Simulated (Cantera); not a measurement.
A perfectly stirred reactor is fed with 0.764 % CH₃OH, 2.51 % O₂, 96.7 % N₂, at 4.93 atm; it is held at 1050 K, and followed from long to short residence time.

Detailed kinetics in Cantera: GRI-Mech 3.0 (53 species, 325 reactions). GRI-Mech 3.0 was tuned for natural gas; its chemistry of methanol as a main component is partial and can be far from experiment.

### Question
Predict: x(CH₃OH) at τ = 0.950 s; x(O₂) at τ = 0.950 s; x(CO₂) at τ = 0.950 s; x(CH₃OH) at τ = 70.0 ms; x(O₂) at τ = 70.0 ms; x(CO₂) at τ = 70.0 ms.

### Answer
```json
{
 "x(CH₃OH) at τ = 0.950 s": "0.000128",
 "x(O₂) at τ = 0.950 s": "0.0149",
 "x(CO₂) at τ = 0.950 s": "0.00543",
 "x(CH₃OH) at τ = 70.0 ms": "0.000787",
 "x(O₂) at τ = 70.0 ms": "0.0179",
 "x(CO₂) at τ = 70.0 ms": "0.00198"
}
```
